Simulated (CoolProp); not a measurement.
R365MFC along the isotherm 226.85 °C: fugacity coefficient from the reference equation and from simpler models built on Tc = 186.9 °C, pc = 3266 kPa, ω = 0.377; each cubic takes its own stable root.

The numbers come from the reference Helmholtz-energy equation of state, Lemmon 2016 in CoolProp.

| p (kPa) | phase | reference | van der Waals | Redlich-Kwong | Soave-Redlich-Kwong |
|---|---|---|---|---|---|
| 1630 | gas | 0.8670 | 0.8804 | 0.8705 | 0.8788 |
| 3270 | supercritical | 0.7451 | 0.7599 | 0.7463 | 0.7637 |
| 4900 | supercritical | 0.6359 | 0.6319 | 0.6259 | 0.6555 |
| 6530 | supercritical | 0.5416 | 0.5365 | 0.5294 | 0.5652 |
| 8170 | supercritical | 0.4743 | 0.4780 | 0.4662 | 0.5023 |
| 9800 | supercritical | 0.4288 | 0.4408 | 0.4239 | 0.4594 |
| 11400 | supercritical | 0.3972 | 0.4165 | 0.3947 | 0.4295 |
| 13100 | supercritical | 0.3729 | 0.3993 | 0.3724 | 0.4065 |
| 14700 | supercritical | 0.3560 | 0.3888 | 0.3569 | 0.3907 |
| 16300 | supercritical | 0.3434 | 0.3824 | 0.3455 | 0.3791 |
